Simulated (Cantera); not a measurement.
An isothermal, constant-pressure homogeneous reactor starts with 100 % N2O, at 1300 K and 1.28 atm.

Computed with Cantera and GRI-Mech 3.0 (53 species, 325 reactions). GRI-Mech 3.0 was tuned for natural gas; its chemistry of N2O as a main component is partial and can be far from experiment. The mechanism lacks the step 2 NO + O2 → 2 NO2, which can matter for NO2 below about 1400 K. The temperature is held fixed by assumption; the heat of reaction is taken as removed at once.

x: mole fraction; the columns are a selection and need not sum to one.

```csv
t (s),x N2O,x NO,x O,x NO2,x N2
4.00e-5,1.000,2.33e-5,7.11e-6,1.89e-9,0.000152
0.000173,0.999,0.000108,7.11e-6,4.00e-8,0.000681
0.000752,0.995,0.000474,7.10e-6,7.19e-7,0.00296
0.00326,0.979,0.00203,7.06e-6,1.02e-5,0.0127
0.0141,0.915,0.00827,6.88e-6,8.05e-5,0.0525
0.0613,0.698,0.0285,?,0.000329,0.187
0.266,0.283,0.0613,?,0.000738,0.447
1.15,0.0239,0.0706,?,0.000891,0.615
5.00,6.68e-6,0.0699,?,0.00103,0.632
```

Problem. What belongs in the gaps?

Solution. 
- 0.0613, x O: 6.11e-6
- 0.266, x O: 3.79e-6
- 1.15, x O: 6.05e-7
- 5.00, x O: 8.54e-8
